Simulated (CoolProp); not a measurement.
A single-stage vapour-compression cycle with R245fa: evaporating at 277.15 K (dew point), condensing at 333.15 K (bubble point), superheat 10 K, subcooling 5 K, compressor efficiency 0.7, no pressure losses. Each further row changes one setting.

Values from CoolProp's reference Helmholtz-energy equation of state, Akasaka 2015.

| case | cooling COP | pressure ratio | discharge temperature (K) | refrigerating effect (kJ/kg) | volumetric capacity (kJ/m³) |
|---|---|---|---|---|---|
| as stated | 2.80 | 7.26 | 350.9 | 143 | 526 |
| evaporating temperature 282.15 K | (withheld) | 5.85 | (withheld) | 147 | 662 |
| condensing temperature 328.15 K | 3.17 | 6.28 | 346.0 | 150 | 552 |
| subcooling 10 K | 2.93 | 7.26 | 350.9 | 150 | 552 |
| superheat 20 K | (withheld) | 7.26 | (withheld) | 152 | 538 |
| compressor efficiency 0.6 | 2.40 | 7.26 | (withheld) | 143 | 526 |

Question: Some entries are withheld; supply them.

Answer: 
- evaporating temperature 282.15 K, cooling COP: 3.21
- evaporating temperature 282.15 K, discharge temperature (K): 349.5
- superheat 20 K, cooling COP: 2.85
- superheat 20 K, discharge temperature (K): 361.3
- compressor efficiency 0.6, discharge temperature (K): 359.2
